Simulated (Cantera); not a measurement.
# Equilibrium for oxide etching and cleaning by halides: MgO + Cl₂ + O₂

Input: 1 mol MgO, a varied amount of Cl₂, 0.13 mol O₂, held at 1427 °C and 435 Torr.

Method: chemical equilibrium by Gibbs-energy minimisation in Cantera with the NASA 1993 tables (ideal gas, pure condensed phases). Candidate condensed phases: Mg, MgCl₂, MgO; 11 gas species. Equilibrium is a limit: real reactors are often held back by kinetics, nucleation or transport.

From 4 mol Cl₂ to 34 mol Cl₂ nothing is condensed. The main Mg-bearing gas is MgCl₂ throughout.

| n(Cl₂) (mol) | log p Cl₂ | log p Cl | log p MgCl₂ | log p O₂ | log p ClO |
|---|---|---|---|---|---|
| 4 | -0.54 | -0.99 | -0.94 | -1.15 | -3.27 |
| 8.2 | -0.44 | -0.93 | -1.23 | -1.43 | -3.36 |
| 12 | -0.41 | -0.92 | -1.39 | -1.59 | -3.42 |
| 17 | -0.39 | -0.91 | -1.53 | -1.74 | -3.49 |
| 21 | -0.38 | -0.91 | -1.62 | -1.83 | -3.53 |
| 25 | -0.37 | -0.90 | -1.69 | -1.90 | -3.56 |
| 29 | -0.37 | -0.90 | -1.76 | -1.96 | -3.59 |
| 34 | -0.37 | -0.90 | -1.83 | -2.03 | -3.62 |
log p: log10 of the partial pressure in bar; nothing condenses.
